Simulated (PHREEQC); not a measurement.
0.024 g of hydrous ferric oxide (600 m²/g; 0.2 weak and 0.005 strong sites per Fe, Dzombak-Morel constants, diffuse double layer) in 1 kg of water with 0.001 mol/kgw of an inert sodium salt, at 25 °C; the pH is set by adding NaOH or the inert anion's acid. O2 is buffered at 0.21 atm. The system is closed to CO2. Nothing may precipitate in this run.

Base run: PHREEQC, ion-association model, wateq4f.dat. Each further column changes one thing. The table gives surface charge σ (C/m²).

| pH | base | background salt from 0.001 to 0.0001 mol/kgw | oxide from 0.024 to 0.12 g/kgw | 2.9e-05 mol/kgw Na2HAsO4 added |
|---|---|---|---|---|
| 4 | 0.117 | 0.066 | 0.118 | 0.026 |
| 4.67 | 0.067 | 0.029 | 0.068 | 0.013 |
| 5.33 | 0.037 | 0.014 | 0.037 | 0.006 |
| 6.67 | 0.009 | 0.003 | 0.009 | 0.000 |
| 7.33 | 0.004 | 0.001 | 0.004 | -0.002 |
| 8 | 0.000 | 0.000 | 0.000 | -0.004 |
| 8.67 | -0.003 | -0.001 | -0.003 | -0.007 |
| 9.33 | -0.007 | -0.002 | -0.007 | -0.011 |
| 10.67 | -0.035 | -0.023 | -0.035 | -0.037 |
| 11.33 | -0.085 | -0.076 | -0.085 | -0.086 |
| 12 | -0.200 | -0.196 | -0.200 | -0.201 |
